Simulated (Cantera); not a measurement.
Feed: 1 mol Cr₂O₃, 1600 mol H₂, equilibrated at 13300 Pa.

These are equilibrium values from Cantera (NASA tables, ideal gas, pure condensed phases), not measurements of a reactor. Candidate condensed phases: Cr, Cr₂O₃, H₂O; 13 gas species. Mutual solubility and eutectic melting of coexisting phases are not modelled. Rates play no part.

log p: log10 of the partial pressure in bar; n: condensed amount in mol.

| T (°C) | log p H₂ | log p H | log p H₂O | log p Cr | log p OH | log p CrO | log p O | n Cr(s) | n Cr₂O₃(s) |
|---|---|---|---|---|---|---|---|---|---|
| 650 | -0.88 | -10.05 | -6.51 | <-12 | <-12 | <-12 | <-12 | 0.00246 | 0.999 |
| 750 | -0.88 | ? | ? | ? | <-12 | <-12 | <-12 | ? | 0.994 |
| 850 | -0.88 | -7.81 | -5.24 | -10.79 | <-12 | <-12 | <-12 | 0.0463 | 0.977 |
| 950 | -0.88 | -6.96 | -4.76 | -9.31 | <-12 | <-12 | <-12 | 0.139 | 0.931 |
| 1050 | -0.88 | -6.24 | -4.36 | -8.05 | -11.56 | -12.22 | <-12 | 0.350 | 0.825 |
| 1150 | -0.88 | ? | ? | ? | ? | ? | <-12 | ? | ? |
| 1250 | -0.88 | -5.07 | -3.72 | -6.05 | -9.43 | -9.37 | <-12 | 1.52 | 0.233 |
| 1350 | -0.88 | -4.60 | -3.60 | -5.24 | -8.70 | -8.37 | -12.51 | 1.93 | 0 |
| 1450 | -0.88 | -4.18 | -3.60 | -4.52 | -8.16 | -7.58 | -11.57 | 1.64 | 0 |
| 1550 | -0.88 | -3.80 | -3.60 | -3.89 | -7.69 | -6.89 | -10.72 | 0.465 | 0 |
| 1650 | -0.88 | -3.46 | -3.60 | -3.78 | -7.26 | -6.72 | -9.97 | 0 | 0 |
| 1750 | -0.88 | -3.16 | -3.60 | -3.78 | -6.87 | -6.67 | -9.29 | 0 | 0 |
| 1850 | -0.88 | -2.89 | -3.61 | -3.78 | -6.52 | -6.62 | -8.67 | 0 | 0 |
| 1950 | -0.88 | -2.64 | -3.61 | -3.78 | -6.20 | -6.58 | -8.11 | 0 | 0 |

### Question
Fill in the missing entries.

### Answer

- 1150, log p H: -5.62
- 1150, log p H₂O: -4.02
- 1150, log p Cr: -6.98
- 1150, log p OH: -10.42
- 1150, log p CrO: -10.69
- 1150, n Cr(s): 0.771
- 1150, n Cr₂O₃(s): 0.614
- 750, log p H: -8.82
- 750, log p H₂O: -5.81
- 750, log p Cr: -12.57
- 750, n Cr(s): 0.0124
